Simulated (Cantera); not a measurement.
# Reactions in the system Al-C-O

Cantera with NASA thermochemical tables; ideal gases at 1 bar, condensed phases pure. Values are per mole of reaction as written; species without (g) are pure solids or liquids, kept so even where they would boil at 1 bar.

4 Al(g) + CO2(g) ⇌ C + 2 Al2O(g)

| T (K) | ΔH° (kJ) | ΔS° (J/K) | ΔG° (kJ) | log10 K |
|---|---|---|---|---|
| 300 | -1215.7 | -361.7 | -1107.2 | 192.77 |
| 1000 | -1214.6 | -361.6 | -853.0 | 44.56 |
| 1100 | -1214.1 | -361.1 | -816.9 | 38.79 |
| 1200 | -1213.6 | -360.6 | -780.8 | 33.99 |
| 1300 | -1213.0 | -360.2 | -744.8 | 29.92 |
| 1400 | -1212.5 | -359.8 | -708.8 | 26.44 |
| 1500 | -1211.9 | -359.4 | -672.8 | 23.43 |
| 1600 | -1211.4 | -359.1 | -636.9 | 20.79 |
| 1700 | -1210.8 | -358.7 | -601.0 | 18.47 |
| 1800 | -1210.3 | -358.4 | -565.1 | 16.40 |
